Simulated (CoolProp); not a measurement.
Saturated liquid density (kg/m³) of fluorine: the reference equation beside estimates from Tc = -128.7 °C, pc = 5.240 MPa, ω = 0.045. Rackett uses Z = 0.29056 − 0.08775 ω.

Model: reference Helmholtz-energy equation of state, de Reuck 1990, in CoolProp.

| T (°C) | reference | Rackett | van der Waals | Peng-Robinson |
|---|---|---|---|---|
| -199.15 | 1576 | … | 1079 | 1786 |
| -196.15 | 1557 | 1581 | 1066 | 1764 |
| -193.15 | 1536 | 1560 | 1053 | 1741 |
| -190.15 | 1516 | 1539 | 1039 | … |
| -187.15 | 1495 | 1518 | 1025 | 1693 |
| -184.15 | 1474 | 1496 | 1011 | 1667 |
| -181.25 | 1452 | 1475 | 996.0 | 1640 |
| -178.25 | 1430 | 1452 | 980.4 | 1612 |
| -175.25 | … | 1429 | 964.2 | 1582 |
| -172.25 | 1383 | 1404 | 947.5 | 1551 |
| -169.25 | 1358 | 1379 | 930.0 | 1518 |
| -166.25 | … | 1354 | 911.8 | 1483 |
| -163.25 | 1306 | 1327 | 892.8 | 1446 |

Some entries are withheld; supply them.


- -199.15, Rackett: 1601
- -190.15, Peng-Robinson: 1717
- -175.25, reference: 1407
- -166.25, reference: 1333

Absolute difference from the reference over all 13 rows, mean and median: Rackett 1.6 and 1.5 %, van der Waals 31.5 and 31.5 %, Peng-Robinson 12.6 and 12.9 %.
